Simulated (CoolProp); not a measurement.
Saturation properties of toluene (Tc = 318.6 °C, pc = 4126 kPa, ω = 0.266).

Model: reference Helmholtz-energy equation of state, Lemmon 2006, in CoolProp. It is a short technical equation, of lower accuracy than the large ones.

| T (°C) | p (kPa) | enthalpy of vaporisation (kJ/kg) | liquid cp (kJ/(kg K)) | vapour viscosity (µPa s) | liquid conductivity (mW/(m K)) |
|---|---|---|---|---|---|
| 22.05 | 3.256 | 414.6 | 1.692 | 6.91 | 131 |
| 32.35 | 5.494 | 408.5 | 1.725 | 7.13 | 128 |
| 42.65 | 8.904 | 402.4 | 1.759 | 7.35 | 125 |
| 52.95 | 13.92 | 396.3 | 1.794 | 7.57 | 123 |
| 63.15 | 20.98 | 390.3 | 1.829 | 7.79 | 120 |
| 73.45 | 30.84 | 384.1 | 1.866 | 8.01 | 117 |
| 83.75 | 44.17 | 377.8 | 1.903 | 8.23 | 114 |
| 94.05 | 61.78 | 371.3 | 1.941 | 8.45 | 111 |
| 104.35 | 84.56 | 364.8 | 1.979 | 8.67 | 109 |
| 114.55 | 113.2 | 358.1 | 2.018 | 8.88 | 106 |
| 124.85 | 149.4 | 351.1 | 2.058 | 9.10 | 104 |
| 135.15 | 193.9 | 343.9 | 2.098 | 9.32 | 101 |

It boils at 110.6 °C under 1 atm.

Viscosity comes from a separate model (Avgeri 2015). Thermal conductivity comes from a separate model (Assael 2012).
